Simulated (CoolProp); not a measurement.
R152A along the isotherm 344.1 K: Z from the reference equation and from simpler models built on Tc = 386.4 K, pc = 4.517 MPa, ω = 0.275; each cubic takes its own stable root.

Computed with CoolProp (reference Helmholtz-energy equation of state, Outcalt 1996). It is a modified Benedict-Webb-Rubin equation, recast in Helmholtz form.

| p (MPa) | phase | reference |
|---|---|---|
| 0.0714 | gas | 0.9910 |
| 0.105 | gas | 0.9868 |
| 0.154 | gas | 0.9806 |
| 0.226 | gas | 0.9713 |
| 0.331 | gas | 0.9576 |
| 0.487 | gas | 0.9367 |
| 0.714 | gas | 0.9051 |
| 1.05 | gas | 0.8551 |
| 1.54 | gas | 0.7725 |
| 2.26 | liquid | 0.06824 |
| 3.31 | liquid | 0.09865 |
| 4.87 | liquid | 0.1428 |
| 7.14 | liquid | 0.2052 |
| 10.5 | liquid | 0.2947 |
| 15.4 | liquid | 0.4207 |
| 22.6 | liquid | 0.5987 |

Question: How far does each simpler model (van der Waals, Soave-Redlich-Kwong, Peng-Robinson) lie from the reference over these 16 states: mean and median of the absolute difference, and the worst?

Answer: 
- van der Waals: mean 89.4 %, median 7.4 %, worst +995.5 % at 344.1 K and 2.26 MPa
- Soave-Redlich-Kwong: mean 10.4 %, median 2.7 %, worst +26.6 % at 344.1 K and 2.26 MPa
- Peng-Robinson: mean 4.1 %, median 1.3 %, worst +11.7 % at 344.1 K and 2.26 MPa

At some of these states van der Waals gives the other phase, because its saturation line lies elsewhere.
